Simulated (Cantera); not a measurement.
Charge: 1 mol borazine, 0.84 mol O2, 47 mol H2, at 1725 °C and 75.0 Torr.

Cantera equilibrium calculation (NASA polynomials, part measured and part estimated; ideal gas, pure solids and liquids). The feed counts by its element totals alone. The tables' values for BH2 are old estimates; treat these amounts as uncertain. Equilibrium is a limit: real reactors are often held back by kinetics, nucleation or transport.

```csv
species,before,after
H2,0.949,0.965
HBO,0.0258,0.0139
N2,0.0161,0.0126
H,0.00494,0.000450
B3O3H3,1.40e-7,1.35e-5
BH2,0.000117,1.24e-6
B2O3,0.000120,0.00242
HBO2,0.000235,0.00454
BO,0.00195,0.000130
H2O,4.77e-5,0.000510
"BN(s), mol",1.33,1.70
```
Gas species are given as mole fractions.

What was changed between the two runs?
(A) O2 from 0.84 to 3.3 mol
(B) H2 from 47 to 9.7 mol
(C) temperature from 1725 °C to 1425 °C
(D) H2 from 47 to 0.15 mol

C, temperature from 1725 °C to 1425 °C
